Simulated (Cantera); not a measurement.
Input: 1 mol SiHCl₃, 0.0095 mol Cl₂, 750 mol H₂, equilibrated at 0.0280 bar.

Equilibrium computed with Cantera from the NASA thermochemical tables; the gas is ideal and each condensed phase is pure. Candidate condensed phases: Si; 19 gas species. Gases not in the tables: Si₂H₆ and higher silanes. Kinetics and transport are ignored.

x: gas mole fraction; n: condensed amount in mol.

```tsv
T (K)	x H₂	x HCl	x H	x Si	x SiCl₂	n Si(s)	n Si(l)
1323	0.996	0.00393	9.46e-6	3.17e-9	4.24e-5	0.968	0
1373	0.996	0.00392	1.99e-5	1.39e-8	4.45e-5	0.966	0
1423	0.996	0.00392	…	…	4.65e-5	0.964	0
1473	0.996	0.00392	7.55e-5	1.96e-7	4.84e-5	0.962	0
1523	0.996	0.00391	…	…	5.02e-5	0.960	0
1573	0.996	0.00391	0.000242	1.96e-6	5.19e-5	0.956	0
1623	0.996	0.00390	0.000412	5.59e-6	5.36e-5	0.948	0
1673	0.995	0.00390	0.000679	1.49e-5	5.50e-5	0.934	0
1723	0.995	0.00390	0.00109	3.51e-5	5.29e-5	0	0.912
1773	0.994	0.00390	0.00170	7.61e-5	4.92e-5	0	0.871
```

Q: Fill in the missing entries.

A: 
- 1423, x H: 3.96e-5
- 1423, x Si: 5.45e-8
- 1523, x H: 0.000138
- 1523, x Si: 6.44e-7
